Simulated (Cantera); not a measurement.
Input (Python, Cantera):

```python
import numpy as np
import cantera as ct

gas = ct.Solution("h2o2.yaml")
gas.TPX = 925, 3700, {'H2': 0.056, 'O2': 1}
reactor = ct.IdealGasConstPressureReactor(gas, energy="off", clone=False)
net = ct.ReactorNet([reactor])
net.rtol, net.atol = 1e-08, 1e-18
show = ['H2', 'O2', 'H', 'H2O2', 'HO2', 'OH', 'O']
times = np.geomspace(8e-06, 20, 14)

steps = ct.SolutionArray(gas, extra=["t"])
rows = []
print(f"{'t/s':>10s}{'T/K':>9s}{'P/Pa':>11s}" + "".join(f"{s:>11s}" for s in show))
for t in times:
    while net.time < t:
        t_next = net.step()
        steps.append(gas.state, t=t_next)
    rows.append([np.interp(t, steps.t, y) for y in (steps.T, steps.P, *steps(*show).X.T)])
    print(f"{t:10.3e}{rows[-1][0]:9.1f}{rows[-1][1]:11.4g}" + "".join(f"{x:11.3e}" for x in rows[-1][2:]))
rate = np.gradient(steps.T, steps.t)
print("integrator steps:", len(steps.t))
if steps.T.max() > steps.T[0] + 200:
    print(f"time of steepest temperature rise: {steps.t[rate.argmax()]:.4e} s")
gas.TPX = 925, 3700, {'H2': 0.056, 'O2': 1}
gas.equilibrate("TP")
print(f"equilibrium (TP): T = {gas.T:.1f} K  " + "  ".join(f"{s} {gas[s].X[0]:.3e}" for s in show))
```

Result:

```
       t/s      T/K       P/Pa         H2         O2          H       H2O2        HO2         OH          O
 8.000e-06    925.0       3700  5.303e-02  9.470e-01  1.121e-12  2.649e-18  1.179e-12  5.007e-14  5.265e-14
 2.485e-05    925.0       3700  5.303e-02  9.470e-01  3.228e-12  2.570e-17  3.690e-12  4.062e-13  4.718e-13
 7.716e-05    925.0       3700  5.303e-02  9.470e-01  9.067e-12  2.512e-16  1.170e-11  2.609e-12  3.896e-12
 2.396e-04    925.0       3700  5.303e-02  9.470e-01  3.429e-11  2.524e-15  3.883e-11  1.543e-11  3.342e-11
 7.442e-04    925.0       3700  5.303e-02  9.470e-01  5.849e-10  3.237e-14  2.135e-10  3.028e-10  7.762e-10
 2.311e-03    925.0       3700  5.302e-02  9.470e-01  2.312e-06  5.465e-11  4.316e-07  1.208e-06  3.121e-06
 7.178e-03    925.0       3700  2.597e-03  9.421e-01  1.124e-03  8.428e-07  2.243e-05  8.529e-04  2.631e-03
 2.229e-02    925.0       3700  3.051e-04  9.453e-01  1.261e-05  2.956e-07  5.706e-06  1.109e-04  2.209e-04
 6.923e-02    925.0       3700  6.564e-05  9.455e-01  7.134e-07  1.390e-07  1.664e-06  3.798e-05  3.545e-05
 2.150e-01    925.0       3700  1.170e-05  9.455e-01  4.910e-08  6.147e-08  4.102e-07  1.579e-05  5.846e-06
 6.677e-01    925.0       3700  1.360e-06  9.455e-01  3.048e-09  2.367e-08  7.585e-08  6.595e-06  9.035e-07
 2.074e+00    925.0       3700  9.128e-08  9.455e-01  2.046e-10  7.962e-09  1.330e-08  2.787e-06  1.537e-07
 6.440e+00    925.0       3700  3.419e-09  9.455e-01  1.980e-11  2.581e-09  2.915e-09  1.295e-06  3.327e-08
 2.000e+01    925.0       3700  3.290e-10  9.455e-01  2.682e-12  8.762e-10  8.105e-10  6.642e-07  8.830e-09
integrator steps: 1525
equilibrium (TP): T = 925.0 K  H2 2.290e-12  O2 9.455e-01  H 2.062e-15  H2O2 1.018e-11  HO2 2.548e-10  OH 5.799e-08  O 6.816e-11
```

Detailed kinetics in Cantera: the H2/O2 subset of GRI-Mech 3.0, which has no nitrogen chemistry. Radical loss at walls, strong at low pressure, is not modelled. Below about 950 K walls govern HO2 and H2O2 in real vessels. The temperature is held fixed by assumption; the heat of reaction is taken as removed at once.
